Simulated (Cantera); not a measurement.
# Catalytic combustion on Pt

An isothermal plug-flow reactor at 700 K and 0.790 bar (inlet), inlet velocity 2.2 m/s, active area per volume 730 1/m; feed 3.29 % H2, 9.17 % O2, 78.8 % N2, 8.77 % H2O, equivalence ratio 0.18.

Cantera simulation using Deutschmann's 1995 Pt surface mechanism with GRI-Mech 3.0 gas chemistry; the numbers are that mechanism's predictions, not measurements. Catalytic surfaces can have several steady states; this one follows from the mechanism file's or the stated starting coverage. Mass transfer to the wall is taken as infinitely fast.

```json
[
 {"z (m)": "0.00078", "x H2": "0.00468", "x O2": "0.0787", "x H2O": "0.118", "θ free Pt": "0.107", "θ O*": "0.875", "θ OH*": "0.0184"},
 {"z (m)": "0.0015", "x H2": "0.00255", "x O2": "0.0777", "x H2O": "0.120", "θ free Pt": "0.0596", "θ O*": "0.926", "θ OH*": "0.0142"},
 {"z (m)": "0.0029", "x H2": "0.00133", "x O2": "0.0771", "x H2O": "0.121", "θ free Pt": "0.0328", "θ O*": "0.956", "θ OH*": "0.0107"},
 {"z (m)": "0.0056", "x H2": "0.000652", "x O2": "0.0768", "x H2O": "0.122", "θ free Pt": "0.0192", "θ O*": "0.972", "θ OH*": "0.00830"},
 {"z (m)": "0.011", "x H2": "0.000269", "x O2": "0.0767", "x H2O": "0.122", "θ free Pt": "0.0129", "θ O*": "0.980", "θ OH*": "0.00683"},
 {"z (m)": "0.021", "x H2": "7.95e-5", "x O2": "0.0766", "x H2O": "0.123", "θ free Pt": "0.0104", "θ O*": "0.983", "θ OH*": "0.00614"},
 {"z (m)": "0.041", "x H2": "9.55e-6", "x O2": "0.0765", "x H2O": "0.123", "θ free Pt": "0.00958", "θ O*": "0.985", "θ OH*": "0.00590"},
 {"z (m)": "0.078", "x H2": "2.17e-7", "x O2": "0.0765", "x H2O": "0.123", "θ free Pt": "0.00948", "θ O*": "0.985", "θ OH*": "0.00587"}
]
```
x: gas mole fraction; θ: surface coverage.
